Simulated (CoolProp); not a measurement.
Properties of n-pentane at several states.

The numbers come from the reference Helmholtz-energy equation of state, Thol 2019 in CoolProp.

| T (K) | p (MPa) | phase | cp (kJ/(kg K)) | cv (kJ/(kg K)) | viscosity (µPa s) | conductivity (mW/(m K)) |
|---|---|---|---|---|---|---|
| 281.2 | 0.0258 | gas | 1.607 | 1.483 | 6.34 | 12.9 |
| 234.5 | 0.317 | liquid | 2.075 | 1.536 | 341 | 136 |
| 331.2 | 4.7 | liquid | 2.450 | 1.856 | 139 | 104 |

Viscosity comes from a separate model (Quiñones-Cisneros 2006), older than the equation that it now runs on, and unchecked against measurements. Thermal conductivity comes from a separate model (Vassiliou 2015).
